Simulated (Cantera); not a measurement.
An isothermal, constant-pressure homogeneous reactor starts with CH₄ : H₂ = 1 : 4.6 (molar parts), at 1473 K and 37.0 Pa. Integrator tolerance rtol = 1e-08.

Model: GRI-Mech 3.0 (53 species, 325 reactions), integrated in Cantera. GRI-Mech 3.0 stops at C3 and has no aromatics, soot or wall deposition, so with more carbon than oxygen in the feed, carbon stays in small species such as C2H2 where larger ones or solid carbon would form. Radical loss at walls, strong at low pressure, is not modelled.

Task: What does this change do: pressure from 37.0 Pa to 18000 Pa?

Result: 
| quantity | before | after |
|---|---|---|
| x(CH₄) at 5.00 s | 0.178 (gas-phase equilibrium 0.000103) | 0.108 (gas-phase equilibrium 0.0411) |
| x(H₂) at 5.00 s | 0.822 (gas-phase equilibrium 0.924) | 0.862 (gas-phase equilibrium 0.900) |
| x(C₂H₂) at 5.00 s | 1.42e-5 (gas-phase equilibrium 0.0757) | 0.0282 (gas-phase equilibrium 0.0552) |
| x(C₂H) at 5.00 s | 1.45e-12 (gas-phase equilibrium 8.28e-8) | 1.15e-9 (gas-phase equilibrium 2.77e-9) |
| x(H) at 5.00 s | 5.28e-5 (gas-phase equilibrium 0.000636) | 2.20e-5 (gas-phase equilibrium 2.85e-5) |
| x(C₂H₆) at 5.00 s | 2.14e-6 (gas-phase equilibrium 3.49e-11) | 1.47e-5 (gas-phase equilibrium 5.73e-6) |

Task: What does this change do: pressure from 37.0 Pa to 2670 Pa?

Result: 
```json
[
 {"quantity": "x(CH₄) at 5.00 s", "before": "0.178 (gas-phase equilibrium 0.000103)", "after": "0.144 (gas-phase equilibrium 0.00719)"},
 {"quantity": "x(H₂) at 5.00 s", "before": "0.822 (gas-phase equilibrium 0.924)", "after": "0.841 (gas-phase equilibrium 0.920)"},
 {"quantity": "x(C₂H₂) at 5.00 s", "before": "1.42e-5 (gas-phase equilibrium 0.0757)", "after": "0.0144 (gas-phase equilibrium 0.0721)"},
 {"quantity": "x(C₂H) at 5.00 s", "before": "1.45e-12 (gas-phase equilibrium 8.28e-8)", "after": "1.17e-9 (gas-phase equilibrium 9.31e-9)"},
 {"quantity": "x(H) at 5.00 s", "before": "5.28e-5 (gas-phase equilibrium 0.000636)", "after": "4.33e-5 (gas-phase equilibrium 7.48e-5)"},
 {"quantity": "x(C₂H₆) at 5.00 s", "before": "2.14e-6 (gas-phase equilibrium 3.49e-11)", "after": "1.60e-5 (gas-phase equilibrium 1.71e-7)"}
]
```
